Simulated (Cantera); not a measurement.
Charge: 1 mol SiCl4, 28 mol NO, 9.7 mol O2, equilibrated at 877 °C and 31.0 Pa.

Method: chemical equilibrium by Gibbs-energy minimisation in Cantera with the NASA 1993 tables (ideal gas, pure condensed phases). Candidate condensed phases: Si, SiO2, Si2N2O, Si3N4; 23 gas species. The tables hold silica as quartz up to 1696 K and as liquid above; real silica turns to tridymite and cristobalite and melts near 1996 K. Rates play no part.

Base state: O2 0.578, N2 0.356, Cl2 0.0361, Cl 0.0296, NO 0.000146, ClO 1.72e-5 (mole fractions); condensed: SiO2(β-quartz).

Q: What changes in the equilibrium state with this change: temperature from 877 °C to 1452 °C?

A: 
| species | before | after |
|---|---|---|
| O2 | 0.578 | 0.554 |
| N2 | 0.356 | 0.342 |
| Cl | 0.0296 | 0.0980 |
| Cl2 | 0.0361 | 6.23e-5 |
| O | 3.59e-7 | 0.00245 |
| NO | 0.000146 | 0.00341 |
| ClO | 1.72e-5 | 2.46e-5 |
| SiO2(β-quartz), mol | 1.00 | 0 |
| SiO2(condensed), mol | 0 | 1.000 |
